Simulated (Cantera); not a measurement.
An isothermal, constant-pressure homogeneous reactor starts with C₃H₈ : H₂ = 1 : 21 (molar parts), at 1575 K and 0.518 Torr.

Detailed kinetics in Cantera: GRI-Mech 3.0 (53 species, 325 reactions). GRI-Mech 3.0 was tuned for natural gas; its chemistry of propane as a main component is partial and can be far from experiment. GRI-Mech 3.0 stops at C3 and has no aromatics, soot or wall deposition, so with more carbon than oxygen in the feed, carbon stays in small species such as C2H2 where larger ones or solid carbon would form. Radical loss at walls, strong at low pressure, is not modelled.

x: mole fraction; the columns are a selection and need not sum to one.

```tsv
t (s)	x C₃H₈	x H₂	x C₂H₄	x H	x C₂H	x C₂H₆
0.000100	0.0451	0.954	3.17e-5	4.16e-5	<1e-12	5.30e-6
0.000268	0.0443	0.953	0.000249	0.000209	<1e-12	3.39e-5
0.000720	0.0416	0.950	0.00182	0.000681	1.66e-12	0.000173
0.00193	0.0318	0.939	0.00921	0.00180	2.69e-10	0.000515
0.00518	…	0.909	…	…	…	0.000482
0.0139	9.95e-6	0.903	0.0217	0.00526	2.49e-7	3.82e-5
0.0373	4.94e-9	0.907	0.0115	0.00273	2.23e-7	1.38e-5
0.100	1.79e-9	0.909	0.00472	0.00164	1.70e-7	8.55e-6
0.268	8.53e-10	0.910	…	…	…	…
0.720	4.96e-10	0.912	0.000302	0.000952	1.16e-7	4.42e-6
1.93	2.65e-10	0.914	0.000200	0.000787	1.00e-7	3.12e-6
5.18	1.34e-10	0.917	0.000138	0.000694	9.36e-8	2.08e-6
13.9	6.30e-11	0.922	8.43e-5	0.000713	1.05e-7	1.25e-6
37.3	1.62e-11	0.929	3.49e-5	0.000823	1.35e-7	4.82e-7
100	1.48e-12	0.935	1.07e-5	0.00107	1.92e-7	8.91e-8
```

Problem. Fill in the missing entries.

Solution. 
- 0.00518, x C₃H₈: 0.00670
- 0.00518, x C₂H₄: 0.0280
- 0.00518, x H: 0.00577
- 0.00518, x C₂H: 3.64e-8
- 0.268, x C₂H₄: 0.00119
- 0.268, x H: 0.00117
- 0.268, x C₂H: 1.36e-7
- 0.268, x C₂H₆: 5.89e-6
